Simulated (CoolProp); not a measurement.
Vapour-liquid equilibrium of carbon dioxide (1) + n-butane (2) at -15.95 °C; x and y are mole fractions of (1).

Values from CoolProp's multi-fluid Helmholtz-energy mixture model, Span 1996 and Bücker 2006; pair parameters Kunz 2012.

| x | bubble pressure (bar) | y at the bubble point | dew pressure at overall composition x (bar) | liquid density (mol/L) |
|---|---|---|---|---|
| 0.05 | 2.601 | … | 0.5697 | 10.66 |
| 0.15 | 6.553 | 0.915 | 0.6380 | 10.89 |
| 0.25 | 9.827 | 0.943 | … | 11.31 |
| 0.35 | 12.27 | 0.955 | 0.8373 | 11.92 |
| 0.45 | 14.04 | 0.962 | 0.9911 | 12.73 |
| 0.55 | 15.38 | … | 1.213 | 13.77 |
| 0.65 | 16.57 | 0.970 | 1.562 | 15.09 |
| 0.75 | … | 0.975 | 2.192 | 16.75 |
| 0.85 | 19.27 | 0.982 | 3.671 | … |
| 0.95 | 21.12 | 0.992 | 11.11 | 21.46 |

### Question
What belongs in the gaps?

### Answer

- 0.05, y at the bubble point: 0.789
- 0.25, dew pressure at overall composition x (bar): 0.7244
- 0.55, y at the bubble point: 0.966
- 0.75, bubble pressure (bar): 17.81
- 0.85, liquid density (mol/L): 18.84

No azeotrope shows between x = 0.05 and 0.95.

Pair parameters are fitted to limited data, so mixtures are less certain than the pure fluids. With so large a gap from Raoult's law the liquid may split in two, which this calculation doesn't test in full.
